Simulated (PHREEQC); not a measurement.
1 kg of water holding 0.0066 mol Na2CO3, 0.5 mol Na2SO4, 0.011 mol NaCl and 0.0038 mol NaOH is evaporated at 25 °C; the solids stay in contact with the brine. No CO2 enters from the air. The run lets Burkeite, Halite, Mirabilite, Nahcolite, Natron, Thenardite, Trona precipitate or redissolve, and no other solid.

Equilibrium calculation in PHREEQC: Pitzer model, pitzer.dat.

```
water left (kg)  ionic strength  water activity  Thenardite (mol)  Mirabilite (mol)  Burkeite (mol)  Cl in solution (mol/kgw)
---------------  --------------  --------------  ----------------  ----------------  --------------  ------------------------
1                          1.53           0.981                 0                 0               0                    0.0110
0.5552                     2.76           0.968                 0                 0               0                    0.0198
0.375                      4.09           0.954                 0                 0               0                    0.0293
0.1803                     5.93           0.933                 0             0.155               0                    0.0610
0.03767                    6.28           0.920                 0             0.433               0                     0.292
0.006759                   10.2           0.805             0.170             0.319               0                      1.63
0.006759                   10.2           0.805             0.285             0.203               0                      1.63
0.006759                   10.2           0.805             0.393            0.0961               0                      1.63
0.006759                   10.2           0.805             0.452            0.0367               0                      1.63
0.006759                   10.2           0.805             0.476            0.0126               0                      1.63
0.005015                   9.82           0.786             0.490                 0         0.00174                      2.19
```

Mirabilite from water left = 0.2499 kg (pH 11.94), last present at water left = 0.006759 kg; Thenardite from water left = 0.006759 kg (pH 13.68); Burkeite from water left = 0.005015 kg (pH 13.81).
